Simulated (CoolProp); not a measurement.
Saturation properties of 1,2-dichloroethane.

Values from CoolProp's reference Helmholtz-energy equation of state, Thol 2015.

```json
[
 {"T (°C)": "167.95", "p (MPa)": "0.8108", "liquid density (kg/m³)": "1005", "vapour density (kg/m³)": "25.25", "liquid cp (kJ/(kg K))": "1.512"},
 {"T (°C)": "173.65", "p (MPa)": "0.9043", "liquid density (kg/m³)": "993.3", "vapour density (kg/m³)": "28.15", "liquid cp (kJ/(kg K))": "1.526"},
 {"T (°C)": "179.25", "p (MPa)": "1.004", "liquid density (kg/m³)": "981.5", "vapour density (kg/m³)": "31.27", "liquid cp (kJ/(kg K))": "1.540"},
 {"T (°C)": "184.95", "p (MPa)": "1.113", "liquid density (kg/m³)": "969.2", "vapour density (kg/m³)": "34.74", "liquid cp (kJ/(kg K))": "1.556"},
 {"T (°C)": "190.65", "p (MPa)": "1.232", "liquid density (kg/m³)": "956.5", "vapour density (kg/m³)": "38.54", "liquid cp (kJ/(kg K))": "1.573"},
 {"T (°C)": "196.35", "p (MPa)": "1.359", "liquid density (kg/m³)": "943.6", "vapour density (kg/m³)": "42.70", "liquid cp (kJ/(kg K))": "1.592"},
 {"T (°C)": "202.05", "p (MPa)": "1.496", "liquid density (kg/m³)": "930.2", "vapour density (kg/m³)": "47.26", "liquid cp (kJ/(kg K))": "1.612"},
 {"T (°C)": "207.75", "p (MPa)": "1.643", "liquid density (kg/m³)": "916.5", "vapour density (kg/m³)": "52.26", "liquid cp (kJ/(kg K))": "1.635"},
 {"T (°C)": "213.45", "p (MPa)": "1.800", "liquid density (kg/m³)": "902.4", "vapour density (kg/m³)": "57.76", "liquid cp (kJ/(kg K))": "1.660"},
 {"T (°C)": "219.05", "p (MPa)": "1.966", "liquid density (kg/m³)": "887.9", "vapour density (kg/m³)": "63.71", "liquid cp (kJ/(kg K))": "1.689"},
 {"T (°C)": "224.75", "p (MPa)": "2.146", "liquid density (kg/m³)": "872.7", "vapour density (kg/m³)": "70.40", "liquid cp (kJ/(kg K))": "1.722"}
]
```

It boils at 83.5 °C under 1 atm.
